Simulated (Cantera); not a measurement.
Standard-state values (1 bar) from the NASA 1993 polynomials, evaluated with Cantera. Values are per mole of reaction as written; species without (g) are pure solids or liquids, kept so even where they would boil at 1 bar.

H₂O₂(g) + 2 LiCl → 2 Li + 2 HCl(g) + O₂(g)

```
T (K)  ΔH° (kJ)  ΔS° (J/K)  ΔG° (kJ)  log10 K  condensed phases
-----  --------  ---------  --------  -------  ----------------
300       768.2      284.0     683.0  -118.92    LiCl(s), Li(s)
523       773.2      294.9     619.0   -61.82    LiCl(s), Li(l)
673           …          …         …        …    LiCl(s), Li(l)
823       767.6      286.8     531.6   -33.74    LiCl(s), Li(l)
973       723.1      236.4     493.0   -26.47    LiCl(l), Li(l)
1123      718.0      231.6     457.9   -21.30    LiCl(l), Li(l)
1273          …          …         …        …    LiCl(l), Li(l)
1423      709.2      224.6     389.6   -14.30    LiCl(l), Li(l)
```

Question: Some entries are withheld; supply them.

Answer: 
- 673, ΔH° (kJ): 771.1
- 673, ΔS° (J/K): 291.4
- 673, ΔG° (kJ): 575.0
- 673, log10 K: -44.63
- 1273, ΔH° (kJ): 713.4
- 1273, ΔS° (J/K): 227.7
- 1273, ΔG° (kJ): 423.5
- 1273, log10 K: -17.38
